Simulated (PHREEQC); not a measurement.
**Copper plating or etch bath (model solution)**

A solution holds 0.29 mol/kgw Cu(NO3)2, 0.0088 mol/kgw H2SO4 and 0.00047 mol/kgw FeCl3, at 15 °C. Closed to the air; pH follows from the charge balance.

Computed with PHREEQC (ion-association model, wateq4f.dat).

This is a speciation only: nothing precipitates in the calculation.

Estimate the pH, activity of water.

pH 1.90; activity of water 0.985.

In which forms is Cl present?

Cl- 91 %, CuCl+ 9.1 % of the Cl.

Examples of supersaturated solids here: Hematite (slow to form), Goethite (slow to form). Others may be too. Caution: at this ionic strength the ion-association model is outside its range; a Pitzer model would be the better tool where its parameters exist.
